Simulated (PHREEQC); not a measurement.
Solution (15 °C): 0.0022 mol HCl, 0.0014 mol Al2(SO4)3 and 0.015 mol Na2SO4 per kg of water. Closed to the air; pH follows from the charge balance.

All values are PHREEQC results (ion-association model, phreeqc.dat), not measurements.

```
quantity                    before     after
------------------------  --------  --------
pH                            2.92      4.63
ionic strength (mol/kgw)    0.0493    0.0485
Na+ (mol/kgw)               0.0291    0.0290
SO4-2 (mol/kgw)             0.0146    0.0153
AlSO4+ (mol/kgw)           0.00202   0.00199
NaSO4- (mol/kgw)          0.000931  0.000980
SI of Gibbsite (Al(OH)3)     -3.99     +1.12
```

Task: Name the change that produced these shifts.
A) HCl left out
B) diluted 100-fold with water
C) 0.00026 mol/kgw BaCl2 added
D) Al2(SO4)3 from 0.0014 to 0.0021 mol/kgw
E) Na2SO4 from 0.015 to 0.0135 mol/kgw

Result: A, HCl left out

This is a speciation only: nothing precipitates in the calculation. Some of these states are supersaturated (in Gibbsite (slow to form), for instance).
